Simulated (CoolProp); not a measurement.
Vapour-liquid equilibrium of CHF3 (R23) (1) + R125 (2) at 11.6 bar; x and y are mole fractions of (1).

The numbers come from the multi-fluid Helmholtz-energy mixture model, Penoncello 2003 and Lemmon 2005; pair parameters Bell 2016 in CoolProp.

```csv
x,"bubble temperature, mixture model (°C)","bubble temperature, Raoult's law (°C)","y, mixture model","y, Raoult's law"
0.05,15.4,14.4,(withheld),0.156
0.15,(withheld),7.1,0.305,0.389
0.25,3.3,1.0,0.465,0.552
0.35,(withheld),-4.2,0.594,0.671
0.45,-6.8,-8.6,(withheld),0.760
0.55,-11.1,-12.6,0.779,0.829
0.65,-14.9,-16.1,0.846,0.882
0.75,-18.4,-19.2,0.900,0.925
0.85,(withheld),-22.0,0.945,0.960
0.95,-24.4,-24.6,0.983,0.988
```

### Question
Fill in the missing entries.

### Answer

- 0.05, y, mixture model: 0.110
- 0.15, bubble temperature, mixture model (°C): 9.2
- 0.35, bubble temperature, mixture model (°C): -2.0
- 0.45, y, mixture model: 0.697
- 0.85, bubble temperature, mixture model (°C): -21.5

The largest gap from Raoult's law is +2.3 K in bubble temperature, at x = 0.25. No azeotrope shows between x = 0.05 and 0.95.

Pair parameters are fitted to limited data, so mixtures are less certain than the pure fluids.
